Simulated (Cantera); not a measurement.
Input: 1 mol Fe, 0.64 mol HCl, 0.25 mol N2, at 32000 Pa.

These are equilibrium values from Cantera (NASA tables, ideal gas, pure condensed phases), not measurements of a reactor. Candidate condensed phases: Fe, FeCl2, FeCl3, NH4Cl; 18 gas species. Rates play no part.

Q: Which condensed phases are stable at each of these points (T (K)): 1100, 1125, 1150, 1175, 1200, 1225, 1250, 1275, 1300, 1325, 1350?

A: 
```tsv
T (K)	condensed phases	Fe condensed (%)
1100	Fe(α)	82.8
1125	Fe(α)	82.7
1150	Fe(α)	82.5
1175	Fe(α)	82.3
1200	Fe(γ)	82.1
1225	Fe(γ)	81.9
1250	Fe(γ)	81.6
1275	Fe(γ)	81.4
1300	Fe(γ)	81.2
1325	Fe(γ)	81.0
1350	Fe(γ)	80.8
```

From 1100 K to 1175 K the condensed part is Fe(α). From 1200 K to 1350 K the condensed part is Fe(γ).
